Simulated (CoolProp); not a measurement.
Vapour-liquid equilibrium of R134a (1) + R1234ze(E) (2) at 0.607 MPa; x and y are mole fractions of (1).

Model: multi-fluid Helmholtz-energy mixture model, Tillner-Roth 1994 and Thol 2016; pair parameters Bell 2022, in CoolProp.

Give the bubble temperature and the first vapour's composition at x = 0.35, 0.5, 0.65. Is there an azeotrope?

x = 0.35: 299.8 K, y = 0.414; x = 0.5: 298.4 K, y = 0.558; x = 0.65: 297.2 K, y = 0.693. No azeotrope shows between x = 0.05 and 0.95.

The pair parameters rest on a limited set of measurements; away from them the model extrapolates.
